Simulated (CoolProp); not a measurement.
A Linde-Hampson liquefier for oxygen: isothermal reversible compression at 250 K from 1 atm to 20 MPa, throttling to 1 atm, return gas leaving the recuperator 2 K below the feed. Each further row changes one setting.

Computed with CoolProp (reference Helmholtz-energy equation of state, Schmidt 1985).

```tsv
case	liquid yield per pass	compression work (kJ/kg of gas)
as stated	0.173	329
high pressure 40 MPa	[?]	[?]
warm-end temperature 280 K	[?]	[?]
warm-end gap 7 K	0.163	329
```

Question: Fill in the missing entries.

Answer: 
- high pressure 40 MPa, liquid yield per pass: 0.238
- high pressure 40 MPa, compression work (kJ/kg of gas): 369
- warm-end temperature 280 K, liquid yield per pass: 0.124
- warm-end temperature 280 K, compression work (kJ/kg of gas): 375
